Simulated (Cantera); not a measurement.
What does this Cantera script print?

```python
import numpy as np
import cantera as ct

gas_names = """
    H HNO HNO2 HNO3 HO2 H2 H2O H2O2 N NH NH2 NH3 NH2OH NO NO2 NO3 N2 N2H2 N2H4 N2O O OH O2 O3 Si SiH
    SiH2 SiH3 SiH4 SiN SiO SiO2 Si2 Si2N Si3
""".split()
cond_names = """
    H2O(s) H2O(L) Si(cr) Si(L) SiO2(Lqz) SiO2(hqz) SiO2(L) Si2N2O(s) Si3N4(a)
""".split()


# ... load() reads the species with a 1 bar reference pressure and builds the phases ...
atoms = {
    'Si3N4': {'Si': 3, 'N': 4},
    'H2O': {'H': 2, 'O': 1},
    'H2': {'H': 2},
}
top_T = {'Si2N2O(s)': 2100, 'Si3N4(a)': 2400}  # K; cautious upper limits of use, not melting points


# ... equilibrate(T, P, feed) seeds the gas with the atoms and calls Mixture.equilibrate('TP', solver="vcs", rtol=1e-11, max_steps=5000) ...
results = []
T = 2223.15  # K
P = 81  # Pa
for m in [0.012, 0.021, 0.038, 0.069, 0.12, 0.22, 0.4, 0.72, 1.3, 2.3]:
    feed = {'Si3N4': 1, 'H2O': m, 'H2': 1.6}  # mol
    mix = equilibrate(T, P, feed)
    results.append((T, P, feed, dict(zip(mix.species_names, mix.species_moles))))
    x = sorted(zip(gas.X, gas.species_names), reverse=True)
    print(f"T = {T:g} K  P = {P:g} Pa  n(H2O) = {m:g} mol  gas = {mix.phase_moles(0):.4g} mol")
    print("   x: " + "  ".join(f"{s} {v:.3e}" for v, s in x if v > 1e-05))
    print("   condensed (mol): " + ("  ".join(f"{mix.phase(i).name} {mix.phase_moles(i):.4g}"
          for i in range(1, mix.n_phases) if mix.phase_moles(i) > 1e-12) or "none"))
```

Result:

```
T = 2223.15 K  P = 81 Pa  n(H2O) = 0.012 mol  gas = 6.88 mol
   x: Si 4.170e-01  N2 2.898e-01  H2 1.848e-01  H 9.683e-02  Si2 5.123e-03  SiH 2.159e-03  SiO 1.744e-03  SiN 1.031e-03  Si2N 8.202e-04  Si3 7.266e-04  SiH2 4.499e-05
   condensed (mol): none
T = 2223.15 K  P = 81 Pa  n(H2O) = 0.021 mol  gas = 6.891 mol
   x: Si 4.152e-01  N2 2.893e-01  H2 1.856e-01  H 9.705e-02  Si2 5.078e-03  SiO 3.048e-03  SiH 2.154e-03  SiN 1.026e-03  Si2N 8.124e-04  Si3 7.171e-04  SiH2 4.499e-05
   condensed (mol): none
T = 2223.15 K  P = 81 Pa  n(H2O) = 0.038 mol  gas = 6.911 mol
   x: Si 4.117e-01  N2 2.885e-01  H2 1.872e-01  H 9.746e-02  SiO 5.498e-03  Si2 4.994e-03  SiH 2.146e-03  SiN 1.016e-03  Si2N 7.977e-04  Si3 6.993e-04  SiH2 4.499e-05
   condensed (mol): none
T = 2223.15 K  P = 81 Pa  n(H2O) = 0.069 mol  gas = 6.948 mol
   x: Si 4.054e-01  N2 2.870e-01  H2 1.900e-01  H 9.819e-02  SiO 9.931e-03  Si2 4.843e-03  SiH 2.129e-03  SiN 9.977e-04  Si2N 7.716e-04  Si3 6.679e-04  SiH2 4.498e-05
   condensed (mol): none
T = 2223.15 K  P = 81 Pa  n(H2O) = 0.12 mol  gas = 7.009 mol
   x: Si 3.953e-01  N2 2.845e-01  H2 1.946e-01  H 9.938e-02  SiO 1.712e-02  Si2 4.604e-03  SiH 2.101e-03  SiN 9.686e-04  Si2N 7.303e-04  Si3 6.190e-04  SiH2 4.492e-05
   condensed (mol): none
T = 2223.15 K  P = 81 Pa  n(H2O) = 0.22 mol  gas = 7.127 mol
   x: Si 3.758e-01  N2 2.798e-01  H2 2.035e-01  H 1.016e-01  SiO 3.087e-02  Si2 4.162e-03  SiH 2.042e-03  SiN 9.133e-04  Si2N 6.548e-04  Si3 5.320e-04  SiH2 4.466e-05
   condensed (mol): none
T = 2223.15 K  P = 81 Pa  n(H2O) = 0.4 mol  gas = 7.339 mol
   x: Si 3.423e-01  N2 2.718e-01  H2 2.188e-01  H 1.054e-01  SiO 5.450e-02  Si2 3.452e-03  SiH 1.929e-03  SiN 8.198e-04  Si2N 5.353e-04  Si3 4.019e-04  SiH2 4.373e-05
   condensed (mol): none
T = 2223.15 K  P = 81 Pa  n(H2O) = 0.72 mol  gas = 7.713 mol
   x: Si 2.869e-01  N2 2.588e-01  H2 2.442e-01  H 1.113e-01  SiO 9.335e-02  Si2 2.425e-03  SiH 1.708e-03  SiN 6.704e-04  Si2N 3.669e-04  Si3 2.366e-04  SiH2 4.091e-05
   condensed (mol): none
T = 2223.15 K  P = 81 Pa  n(H2O) = 1.3 mol  gas = 8.384 mol
   x: H2 2.851e-01  N2 2.383e-01  Si 1.981e-01  SiO 1.551e-01  H 1.203e-01  SiH 1.274e-03  Si2 1.157e-03  SiN 4.443e-04  Si2N 1.679e-04  Si3 7.796e-05  SiH2 3.299e-05
   condensed (mol): none
T = 2223.15 K  P = 81 Pa  n(H2O) = 2.3 mol  gas = 9.523 mol
   x: H2 3.433e-01  SiO 2.415e-01  N2 2.099e-01  H 1.320e-01  Si 7.246e-02  SiH 5.114e-04  Si2 1.547e-04  SiN 1.525e-04  Si2N 2.108e-05  SiH2 1.452e-05
   condensed (mol): none
```

Equilibrium computed with Cantera from the NASA thermochemical tables; the gas is ideal and each condensed phase is pure. The tables' values for SiN are old estimates; treat these amounts as uncertain. Gases not in the tables: Si2H6 and higher silanes.
